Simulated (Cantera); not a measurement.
An adiabatic, constant-volume homogeneous reactor starts with CO : H2 : CH4 : O2 : N2 = 1 : 0.77 : 0.2 : 2.18 : 8.19 (molar parts), equivalence ratio 0.59, at 1675 K and 638 Torr. Integrator tolerance rtol = 1e-08.

Cantera simulation using GRI-Mech 3.0 (53 species, 325 reactions); the numbers are that mechanism's predictions, not measurements.

**Question.** What does this change do: CH4 0.2 to 0.08 parts?

**Answer.** 
```csv
quantity,before,after
time of steepest temperature rise,18.4 µs,14.6 µs
temperature at 2.00 s,2768 K,2695 K
equilibrium temperature,2768 K,2695 K
x(CO) at 2.00 s,0.0301 (gas-phase equilibrium 0.0301),0.0204 (gas-phase equilibrium 0.0204)
x(H2) at 2.00 s,0.00501 (gas-phase equilibrium 0.00501),0.00284 (gas-phase equilibrium 0.00284)
x(CH4) at 2.00 s,<1e-12 (gas-phase equilibrium <1e-12),<1e-12 (gas-phase equilibrium <1e-12)
x(CH2) at 2.00 s,<1e-12 (gas-phase equilibrium <1e-12),<1e-12 (gas-phase equilibrium <1e-12)
x(CH3) at 2.00 s,<1e-12 (gas-phase equilibrium <1e-12),<1e-12 (gas-phase equilibrium <1e-12)
```
